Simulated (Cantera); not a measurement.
A closed system holds: 1 mol Si, 0.1 mol CO2, 44 mol H2, 0.0017 mol CH4, held at 0.100 bar.

Method: chemical equilibrium by Gibbs-energy minimisation in Cantera with the NASA 1993 tables (ideal gas, pure condensed phases). Candidate condensed phases: C, C6H6, C7H8, C8H18, H2O, Si, SiC, SiO2; 123 gas species. Mutual solubility and eutectic melting of coexisting phases are not modelled. The tables hold silica as quartz up to 1696 K and as liquid above; real silica turns to tridymite and cristobalite and melts near 1996 K. Kinetics and transport are ignored.

**Question.** Which condensed phases are stable at each of these points (T (°C)): 425, 500, 575, 650, 725, 800, 875, 950, 1025, 1100, 1175, 1250?

**Answer.** 
```
T (°C)                 condensed phases  Si condensed (%)
------  -------------------------------  ----------------
425     Si(s) + SiC(s) + SiO2(α-quartz)             100.0
500     Si(s) + SiC(s) + SiO2(α-quartz)             100.0
575     Si(s) + SiC(s) + SiO2(β-quartz)             100.0
650     Si(s) + SiC(s) + SiO2(β-quartz)             100.0
725     Si(s) + SiC(s) + SiO2(β-quartz)             100.0
800     Si(s) + SiC(s) + SiO2(β-quartz)             100.0
875     Si(s) + SiC(s) + SiO2(β-quartz)             100.0
950     Si(s) + SiC(s) + SiO2(β-quartz)             100.0
1025    Si(s) + SiC(s) + SiO2(β-quartz)              99.7
1100    Si(s) + SiC(s) + SiO2(β-quartz)              98.2
1175    Si(s) + SiC(s) + SiO2(β-quartz)              91.4
1250                     Si(s) + SiC(s)              80.6
```

From 425 °C to 500 °C the condensed part is Si(s) + SiC(s) + SiO2(α-quartz). From 575 °C to 1175 °C the condensed part is Si(s) + SiC(s) + SiO2(β-quartz). At 1250 °C the condensed part is Si(s) + SiC(s).
